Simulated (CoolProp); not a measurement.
Computed with CoolProp (reference Helmholtz-energy equation of state, Lemmon 2016).

Task: Give the vapour pressure (bar), vapour density (kg/m³), liquid cp (kJ/(kg K)), surface tension (mN/m) of saturated R365MFC at 320.2 K.

Result: 
```csv
T (K),p (bar),vapour density (kg/m³),liquid cp (kJ/(kg K)),surface tension (mN/m)
320.2,1.29,7.58,1.42,12.6
```

Surface tension comes from a separate correlation (Mulero 2012).
